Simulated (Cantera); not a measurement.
What does this Cantera script print?

```python
import numpy as np
import cantera as ct

gas_names = """
    B BF BF2 BF3 BH BHF2 BH2 BH3 BO BOF BOF2 BO2 B2 B2O B2O2 B2O3 B3O3F3 B3O3H3 F FO FO2 F2 F2O H HBO
    HBO2 HF HOF HO2 H2 H2F2 H2O H2O2 H3B3O6 H3F3 H4F4 H5F5 H6F6 H7F7 O OH O2 O3
""".split()
cond_names = """
    B(b) B(L) B2O3(L) B3O3H3(cr) H2O(s) H2O(L)
""".split()


# ... load() reads the species with a 1 bar reference pressure and builds the phases ...
atoms = {
    'BF3': {'B': 1, 'F': 3},
    'H2O': {'H': 2, 'O': 1},
    'H2': {'H': 2},
}
top_T = {}  # K; cautious upper limits of use, not melting points


# ... equilibrate(T, P, feed) seeds the gas with the atoms and calls Mixture.equilibrate('TP', solver="vcs", rtol=1e-11, max_steps=5000) ...
results = []
feed = {'BF3': 1, 'H2O': 11, 'H2': 0.12}  # mol
P = 470  # Pa
for T in [1450, 1525, 1600, 1675, 1750, 1825, 1900, 1975, 2050, 2125, 2200]:
    mix = equilibrate(T, P, feed)
    results.append((T, P, feed, dict(zip(mix.species_names, mix.species_moles))))

top = {s: max(r[3][s] / sum(r[3][g] for g in gas_names) for r in results) for s in gas_names}
cols = sorted((s for s in top if top[s] > 1e-06), key=lambda s: -top[s])[:9]
seen = [c for c in cond_names if any(r[3].get(c, 0) > 1e-12 for r in results)]
print("log10 of partial pressures in bar; condensed amounts in mol")
print(f"{'T/K':>10s}" + "".join(f"{s[:9]:>10s}" for s in cols + seen))
for T, P, feed, n in results:
    ng = sum(n[g] for g in gas_names)
    print(f"{T:10.4g}" + "".join(f"{np.log10(max(n[s] / ng * P / 1e5, 1e-99)):10.3f}" for s in cols)
          + "".join(f"{n.get(c, 0):10.4g}" for c in seen))
```

Result:

```
log10 of partial pressures in bar; condensed amounts in mol
       T/K       H2O        HF        H2      HBO2       BOF        OH        O2         H         O
      1450    -2.470    -3.039    -4.366    -3.705    -3.797    -6.932    -8.255    -7.207    -9.825
      1525    -2.471    -3.038    -4.365    -3.699    -3.804    -6.423    -7.373    -6.808    -8.934
      1600    -2.471    -3.036    -4.357    -3.694    -3.811    -5.965    -6.585    -6.443    -8.131
      1675    -2.472    -3.035    -4.332    -3.690    -3.818    -5.557    -5.905    -6.101    -7.419
      1750    -2.474    -3.035    -4.267    -3.687    -3.824    -5.206    -5.369    -5.767    -6.810
      1825    -2.478    -3.035    -4.160    -3.686    -3.830    -4.910    -4.975    -5.436    -6.301
      1900    -2.484    -3.036    -4.028    -3.688    -3.836    -4.656    -4.682    -5.115    -5.866
      1975    -2.493    -3.038    -3.891    -3.692    -3.841    -4.432    -4.451    -4.809    -5.484
      2050    -2.506    -3.042    -3.756    -3.699    -3.847    -4.234    -4.260    -4.522    -5.142
      2125    -2.525    -3.048    -3.629    -3.711    -3.853    -4.056    -4.098    -4.254    -4.831
      2200    -2.551    -3.056    -3.513    -3.729    -3.861    -3.898    -3.960    -4.006    -4.548
```

These are equilibrium values from Cantera (NASA tables, ideal gas, pure condensed phases), not measurements of a reactor. Gases not in the tables: H3BO3.
